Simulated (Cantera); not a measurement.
**C + NH₃ (carbon deposition, reforming and gasification)**

Feed: 1 mol C, 0.016 mol NH₃, held at 750 Torr.

Method: chemical equilibrium by Gibbs-energy minimisation in Cantera with the NASA 1993 tables (ideal gas, pure condensed phases). Candidate condensed phases: C, C₆H₆, C₇H₈, C₈H₁₈; 92 gas species. Equilibrium is a limit: real reactors are often held back by kinetics, nucleation or transport.

```csv
T (K),log p H₂,log p N₂,log p HCN,log p H,log p C₂H₂ (acetylene),log p HNC,log p CH₄,log p CH₃,n C(graphite)
1973,-0.13,-0.61,-2.25,-2.93,-3.32,-3.51,-3.60,-5.10,1.000
2048,-0.13,-0.61,-2.12,-2.71,-3.11,-3.33,-3.68,-4.98,1.000
2123,-0.13,-0.61,-2.00,-2.51,-2.91,-3.16,-3.77,-4.86,1.000
2198,-0.13,-0.62,-1.90,-2.32,-2.73,-3.00,-3.84,-4.75,0.999
2273,-0.14,-0.62,-1.80,-2.14,-2.56,-2.86,-3.92,-4.65,0.999
2348,-0.14,-0.62,-1.71,-1.98,-2.40,-2.72,-3.99,-4.56,0.999
2423,-0.14,-0.63,-1.62,-1.82,-2.26,-2.59,-4.06,-4.47,0.999
```
log p: log10 of the partial pressure in bar; n: condensed amount in mol.

From 1973 K to 2423 K the condensed part is C(graphite). The main C-bearing gas is HCN throughout.
